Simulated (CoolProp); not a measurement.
Properties of R142b along the isotherm 167.85 °C (Tc = 137.1 °C, pc = 40.55 bar, ω = 0.232).

Values from CoolProp's reference Helmholtz-energy equation of state, Lemmon 2006. It is a short technical equation, of lower accuracy than the large ones.

```json
[
 {"p (bar)": "12.7", "phase": "gas", "density (kg/m³)": "38.22", "cp (kJ/(kg K))": "1.111", "conductivity (mW/(m K))": "23.3"},
 {"p (bar)": "25.3", "phase": "gas", "density (kg/m³)": "85.64", "cp (kJ/(kg K))": "1.219", "conductivity (mW/(m K))": "24.9"},
 {"p (bar)": "38", "phase": "gas", "density (kg/m³)": "151.3", "cp (kJ/(kg K))": "1.449", "conductivity (mW/(m K))": "28.2"},
 {"p (bar)": "50.7", "phase": "supercritical", "density (kg/m³)": "259.4", "cp (kJ/(kg K))": "2.108", "conductivity (mW/(m K))": "35.4"},
 {"p (bar)": "63.4", "phase": "supercritical", "density (kg/m³)": "455.5", "cp (kJ/(kg K))": "3.040", "conductivity (mW/(m K))": "45.3"},
 {"p (bar)": "76", "phase": "supercritical", "density (kg/m³)": "595.2", "cp (kJ/(kg K))": "2.320", "conductivity (mW/(m K))": "48.0"},
 {"p (bar)": "88.7", "phase": "supercritical", "density (kg/m³)": "663.1", "cp (kJ/(kg K))": "1.966", "conductivity (mW/(m K))": "49.7"},
 {"p (bar)": "101", "phase": "supercritical", "density (kg/m³)": "704.4", "cp (kJ/(kg K))": "1.807", "conductivity (mW/(m K))": "51.2"},
 {"p (bar)": "114", "phase": "supercritical", "density (kg/m³)": "736.3", "cp (kJ/(kg K))": "1.710", "conductivity (mW/(m K))": "52.6"},
 {"p (bar)": "127", "phase": "supercritical", "density (kg/m³)": "761.3", "cp (kJ/(kg K))": "1.647", "conductivity (mW/(m K))": "53.9"},
 {"p (bar)": "139", "phase": "supercritical", "density (kg/m³)": "780.6", "cp (kJ/(kg K))": "1.605", "conductivity (mW/(m K))": "55.0"},
 {"p (bar)": "152", "phase": "supercritical", "density (kg/m³)": "798.6", "cp (kJ/(kg K))": "1.571", "conductivity (mW/(m K))": "56.1"},
 {"p (bar)": "165", "phase": "supercritical", "density (kg/m³)": "814.4", "cp (kJ/(kg K))": "1.544", "conductivity (mW/(m K))": "57.1"},
 {"p (bar)": "177", "phase": "supercritical", "density (kg/m³)": "827.4", "cp (kJ/(kg K))": "1.524", "conductivity (mW/(m K))": "58.0"},
 {"p (bar)": "190", "phase": "supercritical", "density (kg/m³)": "840.2", "cp (kJ/(kg K))": "1.505", "conductivity (mW/(m K))": "59.0"},
 {"p (bar)": "203", "phase": "supercritical", "density (kg/m³)": "851.9", "cp (kJ/(kg K))": "1.490", "conductivity (mW/(m K))": "59.8"}
]
```

The peak of cp marks the crossing from liquid-like to gas-like fluid above the critical point.

Thermal conductivity comes from a separate model (Huber 2003), an estimate that may be off by 10 % or more.
